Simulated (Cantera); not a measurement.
Input: 1 mol SiH₂Cl₂, 0.25 mol H₂O, held at 948.15 K and 1.33 mbar.

These are equilibrium values from Cantera (NASA tables, ideal gas, pure condensed phases), not measurements of a reactor. Candidate condensed phases: H₂O, Si, SiO₂; 30 gas species. The tables' values for SiCl₃ are old estimates; treat these amounts as uncertain. Kinetics and transport are ignored.

What is the equilibrium state?


- x(H₂): 0.678
- x(SiCl₄): 0.253
- x(HCl): 0.0413
- x(SiHCl₃): 0.0187
- x(SiCl₃): 0.00536
- x(SiCl₂): 0.00383
- x(SiH₂Cl₂): 0.000140
- n(Si(s)): 0.379 mol
- n(SiO₂(β-quartz)): 0.125 mol
- gas amount: 1.766 mol
